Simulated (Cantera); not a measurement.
## HgO + N2 + H2 (iron carbonyl, mercury and lead vapours)

Feed: 1 mol HgO, 0.35 mol N2, 0.75 mol H2, held at 1000 K and 18.0 Pa.

Method: chemical equilibrium by Gibbs-energy minimisation in Cantera with the NASA 1993 tables (ideal gas, pure condensed phases). Candidate condensed phases: H2O, Hg, HgO; 25 gas species. Rates play no part.

```yaml
x(Hg): 0.449
x(H2O): 0.337
x(N2): 0.157
x(O2): 0.0562
x(NO): 7.23e-6
x(OH): 1.31e-6
gas_amount: 2.225 mol
log10 activity of Hg(l) (absent): -5.88
```
